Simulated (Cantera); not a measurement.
An isothermal, constant-pressure homogeneous reactor starts with 51.6 % NH3, 48.4 % N2, at 1750 K and 105 Torr.

Model: the gas-phase N/H chemistry of the illustrative SiF4/NH3 mechanism in the Surface Chemkin manual (1991), integrated in Cantera. Walls and surfaces, which speed up NH3 decomposition in real reactors, are not modelled.

x: mole fraction; the columns are a selection and need not sum to one.

| t (s) | x NH3 | x N2H2 | x N | x NH | x H2 | x NH2 |
|---|---|---|---|---|---|---|
| 0.000600 | 0.516 | 2.01e-8 | 1.87e-11 | 3.83e-8 | 2.06e-5 | 4.02e-5 |
| 0.00182 | 0.515 | 2.07e-7 | 1.82e-10 | 2.95e-7 | 7.51e-5 | 0.000119 |
| 0.00553 | 0.515 | 1.07e-6 | 1.06e-9 | 9.74e-7 | 0.000465 | 0.000257 |
| 0.0168 | 0.513 | 1.33e-6 | 3.53e-9 | 1.19e-6 | 0.00235 | 0.000283 |
| 0.0510 | 0.507 | 1.31e-6 | 1.07e-8 | 1.35e-6 | 0.00817 | 0.000275 |
| 0.155 | 0.490 | 1.25e-6 | … | … | … | 0.000258 |
| 0.470 | 0.442 | 1.07e-6 | 6.13e-8 | 1.88e-6 | 0.0729 | 0.000231 |
| 1.43 | 0.331 | 7.01e-7 | 8.69e-8 | 1.88e-6 | 0.182 | 0.000185 |
| 4.34 | 0.162 | 2.63e-7 | 9.62e-8 | 1.51e-6 | 0.350 | 0.000112 |
| 13.2 | 0.0351 | 3.56e-8 | 8.43e-8 | 8.13e-7 | 0.475 | 3.77e-5 |
| 40.0 | … | 9.57e-10 | … | … | 0.507 | … |

Problem. Complete the blanks.

Solution. 
- 0.155, x N: 2.99e-8
- 0.155, x NH: 1.62e-6
- 0.155, x H2: 0.0253
- 40.0, x NH3: 0.00264
- 40.0, x N: 4.05e-8
- 40.0, x NH: 2.10e-7
- 40.0, x NH2: 5.23e-6
